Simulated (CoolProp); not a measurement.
A simple Rankine cycle with chloromethane (R40): condensing at 330.15 K, boiler at 4.24 MPa, turbine inlet 390.2 K, turbine efficiency 0.85, pump efficiency 0.7, no recuperator. Each further row changes one setting.

Values from CoolProp's reference Helmholtz-energy equation of state, Thol 2014.

```json
[
 {"case": "as stated", "thermal efficiency (%)": "(withheld)", "net work (kJ/kg)": "33.7", "heat in (kJ/kg)": "326", "turbine exit temperature (K)": "330.1", "volume ratio over the turbine": "3.20"},
 {"case": "turbine inlet 410.2 K", "thermal efficiency (%)": "(withheld)", "net work (kJ/kg)": "39.4", "heat in (kJ/kg)": "365", "turbine exit temperature (K)": "330.1", "volume ratio over the turbine": "2.92"},
 {"case": "condensing temperature 322.15 K", "thermal efficiency (%)": "(withheld)", "net work (kJ/kg)": "39.7", "heat in (kJ/kg)": "340", "turbine exit temperature (K)": "322.1", "volume ratio over the turbine": "(withheld)"},
 {"case": "boiler pressure 2.97 MPa", "thermal efficiency (%)": "(withheld)", "net work (kJ/kg)": "29.1", "heat in (kJ/kg)": "365", "turbine exit temperature (K)": "334.3", "volume ratio over the turbine": "(withheld)"},
 {"case": "turbine efficiency 0.75", "thermal efficiency (%)": "8.9", "net work (kJ/kg)": "29.1", "heat in (kJ/kg)": "326", "turbine exit temperature (K)": "330.1", "volume ratio over the turbine": "3.25"}
]
```

Question: Some entries are withheld; supply them.

Answer: 
- as stated, thermal efficiency (%): 10.3
- turbine inlet 410.2 K, thermal efficiency (%): 10.8
- condensing temperature 322.15 K, thermal efficiency (%): 11.7
- condensing temperature 322.15 K, volume ratio over the turbine: 3.85
- boiler pressure 2.97 MPa, thermal efficiency (%): 8.0
- boiler pressure 2.97 MPa, volume ratio over the turbine: 2.07

The expansion ends wet for: as stated; turbine inlet 410.2 K; condensing temperature 322.15 K; turbine efficiency 0.75.
